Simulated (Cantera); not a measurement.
# Thermodynamics of hydrogen reduction and annealing atmospheres, feed FeS2 + H2 + N2

Feed: 1 mol FeS2, 0.91 mol H2, 0.55 mol N2, held at 1073.15 K.

These are equilibrium values from Cantera (NASA tables, ideal gas, pure condensed phases), not measurements of a reactor. Candidate condensed phases: Fe, FeS, FeS2, S; 16 gas species. FeS: taken at fixed stoichiometry. Gases not in the tables: S3 to S7. Rates play no part.

From 0.000100 bar to 10.0 bar the condensed part is FeS(s).

| P (Pa) | log p H2S | log p H2 | log p N2 | log p S2 | log p SH | log p NH3 | log p S | log p H | n FeS(s) |
|---|---|---|---|---|---|---|---|---|---|
| 10 | -4.95 | -4.42 | -4.53 | -4.67 | -7.37 | -12.33 | -9.73 | -10.06 | 1.00 |
| 52 | -3.99 | -3.79 | -3.80 | -4.03 | -6.73 | -11.01 | -9.40 | -9.75 | 1.00 |
| 270 | -3.09 | -3.20 | -3.06 | -3.41 | -6.13 | -9.76 | -9.10 | -9.45 | 1.00 |
| 1400 | -2.25 | -2.65 | -2.33 | -2.83 | -5.56 | -8.58 | -8.80 | -9.18 | 1.00 |
| 7200 | -1.46 | -2.15 | -1.60 | -2.25 | -5.02 | -7.46 | -8.52 | -8.93 | 1.00 |
| 37000 | -0.71 | -1.68 | -0.88 | -1.67 | -4.50 | -6.40 | -8.23 | -8.69 | 1.00 |
| 190000 | 0.03 | -1.24 | -0.16 | -1.07 | -3.98 | -5.38 | -7.93 | -8.47 | 1.00 |
| 1000000 | 0.77 | -0.83 | 0.56 | -0.43 | -3.45 | -4.40 | -7.61 | -8.27 | 1.00 |
log p: log10 of the partial pressure in bar; n: condensed amount in mol.
